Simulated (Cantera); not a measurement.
Charge: 1 mol SiH2Cl2, 3.3 mol N2, 2.8 mol H2, a varied amount of NH3, at 2123.15 K and 660 Torr.

Cantera equilibrium calculation (NASA polynomials, part measured and part estimated; ideal gas, pure solids and liquids). Candidate condensed phases: NH4Cl, Si, Si3N4; 28 gas species. Gases not in the tables: Si2H6 and higher silanes. Rates play no part.

What share of the Si ends up in condensed phases as a function of n(NH3) (mol), at 0.38, 0.75, 1.5, 2.9, 5.7, 11, 22, 44?


| n(NH3) (mol) | Si condensed (%) | as |
|---|---|---|
| 0.38 | 48.2 | Si(l) |
| 0.75 | 50.3 | Si(l) |
| 1.5 | 53.9 | Si(l) |
| 2.9 | 59.1 | Si(l) |
| 5.7 | 66.1 | Si(l) |
| 11 | 73.7 | Si(l) |
| 22 | 80.7 | Si(l) |
| 44 | 84.8 | Si(l) |
